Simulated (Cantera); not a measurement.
An adiabatic, constant-pressure homogeneous reactor starts with 4.97 % CH4, 16.5 % O2, 62.1 % N2, 16.4 % CO2, at 1798 K and 0.474 atm.

Cantera simulation using GRI-Mech 3.0 (53 species, 325 reactions); the numbers are that mechanism's predictions, not measurements.

Q: Predict: time of steepest temperature rise; temperature at 2.00 s; equilibrium temperature; x(O2) at 2.00 s; x(CO2) at 2.00 s; x(HO2) at 2.00 s; x(H2O) at 2.00 s; x(NO) at 2.00 s.

A: 
| Quantity | Value |
|---|---|
| time of steepest temperature rise | 0.256 ms |
| temperature at 2.00 s | 2442 K |
| equilibrium temperature | 2442 K |
| x(O2) at 2.00 s | 0.0697 (gas-phase equilibrium 0.0697) |
| x(CO2) at 2.00 s | 0.182 (gas-phase equilibrium 0.182) |
| x(HO2) at 2.00 s | 4.21e-6 (gas-phase equilibrium 4.21e-6) |
| x(H2O) at 2.00 s | 0.0893 (gas-phase equilibrium 0.0893) |
| x(NO) at 2.00 s | 0.0105 (gas-phase equilibrium 0.0105) |
